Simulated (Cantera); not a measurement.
A closed system holds: 1 mol TiO₂, 5.4 mol CO, 0.15 mol H₂, held at 340000 Pa.

Method: chemical equilibrium by Gibbs-energy minimisation in Cantera with the NASA 1993 tables (ideal gas, pure condensed phases). Candidate condensed phases: C, C₆H₆, C₇H₈, C₈H₁₈, H₂O, Ti, TiC, TiO, TiO₂, Ti₂O₃, Ti₃O₅, Ti₄O₇; 113 gas species. Mutual solubility and eutectic melting of coexisting phases are not modelled. Condensed phases not in the tables: Magnéli phases beyond Ti₄O₇. Equilibrium is a limit: real reactors are often held back by kinetics, nucleation or transport.

x: gas mole fraction; n: condensed amount in mol.

```json
[
 {"T (K)": "1323", "x CO": "0.960", "x H₂": "0.0267", "x CO₂": "0.0124", "x H₂O": "0.000639", "x CH₄": "1.65e-5", "x H": "1.41e-7", "n C(graphite)": "0.0713", "n TiO₂(rutile)": "1.00", "n Ti₄O₇(s)": "0"},
 {"T (K)": "1348", "x CO": "0.963", "x H₂": "0.0268", "x CO₂": "0.00941", "x H₂O": "0.000511", "x CH₄": "1.42e-5", "x H": "2.05e-7", "n C(graphite)": "0.0544", "n TiO₂(rutile)": "1.00", "n Ti₄O₇(s)": "0"},
 {"T (K)": "1373", "x CO": "0.966", "x H₂": "0.0268", "x CO₂": "0.00721", "x H₂O": "0.000412", "x CH₄": "1.23e-5", "x H": "2.96e-7", "n C(graphite)": "0.0419", "n TiO₂(rutile)": "1.00", "n Ti₄O₇(s)": "0"},
 {"T (K)": "1398", "x CO": "0.967", "x H₂": "0.0268", "x CO₂": "0.00557", "x H₂O": "0.000334", "x CH₄": "1.07e-5", "x H": "4.20e-7", "n C(graphite)": "0.0325", "n TiO₂(rutile)": "1.00", "n Ti₄O₇(s)": "0"},
 {"T (K)": "1423", "x CO": "0.969", "x H₂": "0.0269", "x CO₂": "0.00434", "x H₂O": "0.000273", "x CH₄": "9.34e-6", "x H": "5.90e-7", "n C(graphite)": "0.0255", "n TiO₂(rutile)": "1.00", "n Ti₄O₇(s)": "0"},
 {"T (K)": "1448", "x CO": "0.969", "x H₂": "0.0267", "x CO₂": "0.00441", "x H₂O": "0.000289", "x CH₄": "6.26e-6", "x H": "8.17e-7", "n C(graphite)": "0", "n TiO₂(rutile)": "0.896", "n Ti₄O₇(s)": "(withheld)"},
 {"T (K)": "1473", "x CO": "0.968", "x H₂": "0.0267", "x CO₂": "0.00512", "x H₂O": "0.000349", "x CH₄": "3.73e-6", "x H": "1.12e-6", "n C(graphite)": "0", "n TiO₂(rutile)": "0.879", "n Ti₄O₇(s)": "(withheld)"},
 {"T (K)": "1498", "x CO": "0.967", "x H₂": "0.0266", "x CO₂": "0.00592", "x H₂O": "0.000420", "x CH₄": "2.26e-6", "x H": "1.52e-6", "n C(graphite)": "0", "n TiO₂(rutile)": "0.859", "n Ti₄O₇(s)": "(withheld)"},
 {"T (K)": "1523", "x CO": "0.966", "x H₂": "0.0265", "x CO₂": "0.00682", "x H₂O": "0.000502", "x CH₄": "1.39e-6", "x H": "2.04e-6", "n C(graphite)": "0", "n TiO₂(rutile)": "0.838", "n Ti₄O₇(s)": "(withheld)"}
]
```

Task: Fill in the missing entries.

Result: 
- 1448, n Ti₄O₇(s): 0.0261
- 1473, n Ti₄O₇(s): 0.0304
- 1498, n Ti₄O₇(s): 0.0352
- 1523, n Ti₄O₇(s): 0.0406
